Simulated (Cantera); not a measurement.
Charge: 1 mol PbO, a varied amount of O2, 0.22 mol N2, equilibrated at 625 K and 1 atm.

Cantera equilibrium calculation (NASA polynomials, part measured and part estimated; ideal gas, pure solids and liquids). Candidate condensed phases: Pb, PbO, PbO2, Pb3O4; 12 gas species. Equilibrium is a limit: real reactors are often held back by kinetics, nucleation or transport.

Question: Which condensed phases are stable at each of these points (n(O2) (mol)): 0.012, 0.018, 0.026, 0.037, 0.053, 0.076, 0.11, 0.16, 0.23, 0.33, 0.47, 0.68, 0.98?

Answer: 
| n(O2) (mol) | condensed phases | Pb condensed (%) |
|---|---|---|
| 0.012 | PbO(red) | 100.0 |
| 0.018 | PbO(red) | 100.0 |
| 0.026 | PbO(red) | 100.0 |
| 0.037 | PbO(red) + Pb3O4(s) | 100.0 |
| 0.053 | PbO(red) + Pb3O4(s) | 100.0 |
| 0.076 | PbO(red) + Pb3O4(s) | 100.0 |
| 0.11 | PbO(red) + Pb3O4(s) | 100.0 |
| 0.16 | PbO(red) + Pb3O4(s) | 100.0 |
| 0.23 | Pb3O4(s) | 100.0 |
| 0.33 | Pb3O4(s) | 100.0 |
| 0.47 | Pb3O4(s) | 100.0 |
| 0.68 | Pb3O4(s) | 100.0 |
| 0.98 | Pb3O4(s) | 100.0 |

From 0.012 mol O2 to 0.026 mol O2 the condensed part is PbO(red). From 0.037 mol O2 to 0.16 mol O2 the condensed part is PbO(red) + Pb3O4(s). From 0.23 mol O2 to 0.98 mol O2 the condensed part is Pb3O4(s).
